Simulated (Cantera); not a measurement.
What does this Cantera script print?

```python
import numpy as np
import cantera as ct

gas_names = [...]  # 139 gases of nasa_gas.yaml made of C, H, N, O, Ti
cond_names = """
    C(gr) C6H6(L) C7H8(L) C8H18(L),n-octa H2O(s) H2O(L) Ti(a) Ti(b) Ti(L) TiC(s) TiC(L) TiN(s) TiN(L)
    TiO(a) TiO(b) TiO(L) TiO2(ru) TiO2(L) Ti2O3(a) Ti2O3(b) Ti2O3(L) Ti3O5(a) Ti3O5(b) Ti3O5(L) Ti4O7(s)
    Ti4O7(L)
""".split()


# ... load() reads the species with a 1 bar reference pressure and builds the phases ...
atoms = {
    'Ti(OiPr)4': {'Ti': 1, 'C': 12, 'H': 28, 'O': 4},
    'N2': {'N': 2},
    'H2O': {'H': 2, 'O': 1},
}
top_T = {'C(gr)': 4500}  # K; cautious upper limits of use, not melting points


# ... equilibrate(T, P, feed) seeds the gas with the atoms and calls Mixture.equilibrate('TP', solver="vcs", rtol=1e-11, max_steps=5000) ...
results = []
feed = {'Ti(OiPr)4': 1, 'N2': 8.8, 'H2O': 2.4}  # mol
P = 133.322  # Pa
for T in [1425, 1525, 1625, 1725, 1825, 1925, 2025]:
    mix = equilibrate(T, P, feed)
    results.append((T, P, feed, dict(zip(mix.species_names, mix.species_moles))))

top = {s: max(r[3][s] / sum(r[3][g] for g in gas_names) for r in results) for s in gas_names}
cols = sorted((s for s in top if top[s] > 0.0001), key=lambda s: -top[s])[:5]
seen = [c for c in cond_names if any(r[3].get(c, 0) > 1e-12 for r in results)]
print("log10 of partial pressures in bar; condensed amounts in mol")
print(f"{'T/K':>10s}" + "".join(f"{s[:9]:>10s}" for s in cols + seen))
for T, P, feed, n in results:
    ng = sum(n[g] for g in gas_names)
    print(f"{T:10.4g}" + "".join(f"{np.log10(max(n[s] / ng * P / 1e5, 1e-99)):10.3f}" for s in cols)
          + "".join(f"{n.get(c, 0):10.4g}" for c in seen))
```

It prints:

```
log10 of partial pressures in bar; condensed amounts in mol
       T/K        H2        N2        CO         H       HCN     C(gr)    TiC(s)
      1425    -3.160    -3.431    -3.569    -6.746    -6.513     4.592         1
      1525    -3.160    -3.431    -3.569    -6.206    -6.196     4.584         1
      1625    -3.161    -3.431    -3.569    -5.732    -5.919      4.57         1
      1725    -3.163    -3.432    -3.569    -5.313    -5.675     4.545         1
      1825    -3.167    -3.434    -3.570    -4.940    -5.460     4.507         1
      1925    -3.174    -3.438    -3.573    -4.606    -5.270     4.451         1
      2025    -3.187    -3.443    -3.577    -4.309    -5.104      4.37         1
```

Method: chemical equilibrium by Gibbs-energy minimisation in Cantera with the NASA 1993 tables (ideal gas, pure condensed phases). The feed counts by its element totals alone. TiC: taken at fixed stoichiometry.
